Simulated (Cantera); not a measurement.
A closed system holds: 1 mol Pb, 0.17 mol O2, 1.9 mol N2, at 1 atm.

These are equilibrium values from Cantera (NASA tables, ideal gas, pure condensed phases), not measurements of a reactor. Candidate condensed phases: Pb, PbO, PbO2, Pb3O4; 12 gas species. Each liquid is taken as pure. Mutual solubility and eutectic melting of coexisting phases are not modelled. Gases not in the tables: (PbO)n polymers. The numbers say what is thermodynamically allowed, not how fast it happens. All values below are at 1402 °C.

Base state: N2 0.828, Pb 0.109, PbO 0.0628, Pb2 0.000123, O2 6.65e-5, NO 4.80e-5 (mole fractions); condensed: Pb(l) + PbO(l).

Problem. What changes in the equilibrium state with this change: 0.0091 mol CH4 added?

Solution. 
```csv
species,before,after
N2,0.828,0.816
Pb,0.109,0.109
PbO,0.0628,0.0628
H2O,0,0.00779
CO2,0,0.00388
CO,0,2.42e-5
H2,0,1.46e-5
"Pb(l), mol",0.409,0.441
"PbO(l), mol",0.195,0.157
```
Further candidate phases: C, C6H6, C7H8, C8H18, H2O.
